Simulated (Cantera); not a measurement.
An adiabatic, constant-pressure homogeneous reactor starts with CH₄ : O₂ : N₂ = 1 : 0.8 : 3.01 (molar parts), equivalence ratio 2.5, at 1000 K and 7.90 bar. Integrator tolerance rtol = 1e-08.

Cantera simulation using GRI-Mech 3.0 (53 species, 325 reactions); the numbers are that mechanism's predictions, not measurements.

What does this change do: initial temperature 1000 to 1300 K?


```
quantity                                                             before                                    after
---------------------------------  ----------------------------------------  ---------------------------------------
temperature at 0.100 s                                               1003 K                                   2100 K
equilibrium temperature                                              1824 K                                   2100 K
x(CH₄) at 0.100 s                     0.207 (gas-phase equilibrium 2.92e-7)  3.71e-8 (gas-phase equilibrium 4.15e-8)
x(O₂) at 0.100 s                     0.166 (gas-phase equilibrium 7.13e-11)  5.90e-9 (gas-phase equilibrium 5.90e-9)
x(CO₂) at 0.100 s                    2.03e-7 (gas-phase equilibrium 0.0136)    0.0114 (gas-phase equilibrium 0.0114)
x(OH) at 0.100 s                   5.22e-10 (gas-phase equilibrium 1.90e-6)  2.37e-5 (gas-phase equilibrium 2.37e-5)
x(NO₂) at 0.100 s                     <1e-12 (gas-phase equilibrium <1e-12)  3.18e-12 (gas-phase equilibrium <1e-12)
x(NO) at 0.100 s                     <1e-12 (gas-phase equilibrium 6.65e-8)  4.60e-6 (gas-phase equilibrium 1.33e-6)
time of steepest temperature rise                               not reached                                  3.11 ms
```
